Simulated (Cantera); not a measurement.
Cantera run, input and output.

```python
import numpy as np
import cantera as ct

gas = ct.Solution("h2o2.yaml")
gas.TPX = 1275, 81000, {'H2': 0.6, 'O2': 1, 'N2': 3.6}
reactor = ct.IdealGasConstPressureReactor(gas, energy="off", clone=False)
net = ct.ReactorNet([reactor])
net.rtol, net.atol = 1e-08, 1e-18
show = ['H2', 'O2', 'H2O', 'O', 'H', 'HO2']
times = np.geomspace(8e-05, 200, 9)

steps = ct.SolutionArray(gas, extra=["t"])
rows = []
print(f"{'t/s':>10s}{'T/K':>9s}{'P/Pa':>11s}" + "".join(f"{s:>11s}" for s in show))
for t in times:
    while net.time < t:
        t_next = net.step()
        steps.append(gas.state, t=t_next)
    rows.append([np.interp(t, steps.t, y) for y in (steps.T, steps.P, *steps(*show).X.T)])
    print(f"{t:10.3e}{rows[-1][0]:9.1f}{rows[-1][1]:11.4g}" + "".join(f"{x:11.3e}" for x in rows[-1][2:]))
rate = np.gradient(steps.T, steps.t)
print("integrator steps:", len(steps.t))
if steps.T.max() > steps.T[0] + 200:
    print(f"time of steepest temperature rise: {steps.t[rate.argmax()]:.4e} s")
gas.TPX = 1275, 81000, {'H2': 0.6, 'O2': 1, 'N2': 3.6}
gas.equilibrate("TP")
print(f"equilibrium (TP): T = {gas.T:.1f} K  " + "  ".join(f"{s} {gas[s].X[0]:.3e}" for s in show))
```

It prints:

```
       t/s      T/K       P/Pa         H2         O2        H2O          O          H        HO2
 8.000e-05   1275.0    8.1e+04  4.498e-03  1.413e-01  1.125e-01  5.569e-03  5.102e-03  7.067e-05
 5.045e-04   1275.0    8.1e+04  7.051e-05  1.428e-01  1.222e-01  6.264e-05  5.196e-06  6.748e-06
 3.181e-03   1275.0    8.1e+04  1.826e-06  1.428e-01  1.224e-01  3.212e-06  5.554e-08  3.955e-07
 2.006e-02   1275.0    8.1e+04  1.418e-07  1.429e-01  1.224e-01  3.595e-07  2.023e-09  4.982e-08
 1.265e-01   1275.0    8.1e+04  2.656e-08  1.429e-01  1.224e-01  6.712e-08  1.811e-10  2.298e-08
 7.976e-01   1275.0    8.1e+04  2.000e-08  1.429e-01  1.224e-01  4.720e-08  1.166e-10  2.312e-08
 5.030e+00   1275.0    8.1e+04  2.000e-08  1.429e-01  1.224e-01  4.720e-08  1.166e-10  2.312e-08
 3.172e+01   1275.0    8.1e+04  2.000e-08  1.429e-01  1.224e-01  4.720e-08  1.166e-10  2.312e-08
 2.000e+02   1275.0    8.1e+04  2.000e-08  1.429e-01  1.224e-01  4.720e-08  1.166e-10  2.312e-08
integrator steps: 1568
equilibrium (TP): T = 1275.0 K  H2 2.000e-08  O2 1.429e-01  H2O 1.224e-01  O 4.720e-08  H 1.166e-10  HO2 2.312e-08
```

Model: the H2/O2 subset of GRI-Mech 3.0, which has no nitrogen chemistry, integrated in Cantera. The temperature is held fixed by assumption; the heat of reaction is taken as removed at once.
